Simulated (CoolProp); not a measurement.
Vapour-liquid equilibrium of toluene (1) + n-decane (2) at 178.05 °C; x and y are mole fractions of (1).

Values from CoolProp's multi-fluid Helmholtz-energy mixture model, Lemmon 2006 and Lemmon 2006; pair parameters Bell 2016.

```tsv
x	bubble pressure (kPa)	y at the bubble point	dew pressure at overall composition x (kPa)	liquid density (mol/L)
0.05	129.9	0.173	116.5	4.321
0.15	168.2	0.417	127.2	4.538
0.25	208.2	0.577	140.0	4.774
0.35	248.4	0.686	155.6	5.033
0.45	288.0	0.765	175.1	5.318
0.55	326.7	0.826	200.2	5.633
0.65	364.6	0.874	233.5	5.987
0.75	402.1	0.915	279.4	6.384
0.85	439.8	0.951	344.9	6.836
0.95	478.2	0.984	438.8	7.354
```

No azeotrope shows between x = 0.05 and 0.95.

Pair parameters are fitted to limited data, so mixtures are less certain than the pure fluids. The gap from Raoult's law changes sign with composition, which may be real or a fault of the pair parameters; it wasn't checked against measurements.
